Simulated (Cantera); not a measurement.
Input: 1 mol Si, 4 mol Cl₂, a varied amount of H₂, at 475 K and 13300 Pa.

These are equilibrium values from Cantera (NASA tables, ideal gas, pure condensed phases), not measurements of a reactor. Candidate condensed phases: Si; 19 gas species. Rates play no part.

Question: At 1.5 mol H₂, list the 3 most abundant gas species with their mole fractions, and the condensed phases.

Answer: HCl 0.667, SiCl₄ 0.222, Cl₂ 0.111. Condensed: gas only.
